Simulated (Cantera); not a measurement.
A Cantera script and its output.

```python
import numpy as np
import cantera as ct

gas = ct.Solution("gri30.yaml")


def delay(T, t_max=10):
    gas.TPX = T, 100000, {'CO': 1, 'H2': 0.051, 'O2': 0.542, 'N2': 2.04, 'H2O': 0.99}
    reactor = ct.IdealGasConstPressureReactor(gas, clone=False)
    net = ct.ReactorNet([reactor])
    net.rtol, net.atol = 1e-8, 1e-16
    while net.time < t_max:
        t_old, T_old = net.time, reactor.T
        net.step()
        if reactor.T > T + 400:  # ignition: a rise of 400 K
            return t_old + (T + 400 - T_old) / (reactor.T - T_old) * (net.time - t_old)
    return np.nan


taus = []
for T in [1098, 1148, 1198, 1248, 1298, 1348]:
    taus.append(delay(T))
    print(f"T0 = {T:6g} K   tau = {taus[-1]:.4e} s")
```

It prints:

```
T0 =   1098 K   tau = 7.8893e-04 s
T0 =   1148 K   tau = 3.7345e-04 s
T0 =   1198 K   tau = 2.3161e-04 s
T0 =   1248 K   tau = 1.6506e-04 s
T0 =   1298 K   tau = 1.2770e-04 s
T0 =   1348 K   tau = 1.0432e-04 s
```

Computed with Cantera and GRI-Mech 3.0 (53 species, 325 reactions). Where the delays flatten at high temperature, the 400 K rule measures the pace of heat release, not the induction time.
